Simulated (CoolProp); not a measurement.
Vapour pressure (MPa) of R113: the reference equation beside estimates from Tc = 487.2 K, pc = 3.392 MPa, ω = 0.253.

Values from CoolProp's reference Helmholtz-energy equation of state, Marx 1992.

```csv
T (K),reference,Redlich-Kwong,Peng-Robinson
334.4,0.1560,0.2507,0.1555
338.7,0.1772,0.2798,0.1765
342.9,0.2000,0.3104,0.1991
347.2,0.2255,0.3443,0.2245
351.4,0.2529,0.3799,0.2516
355.7,0.2834,0.4189,0.2819
359.9,0.3158,0.4597,0.3141
364.2,0.3518,0.5043,0.3499
368.4,0.3899,0.5508,0.3878
372.7,0.4320,0.6014,0.4297
376.9,0.4764,0.6538,0.4740
```

Absolute difference from the reference over all 11 rows, mean and median: Redlich-Kwong 48.3 and 47.8 %, Peng-Robinson 0.5 and 0.5 %.
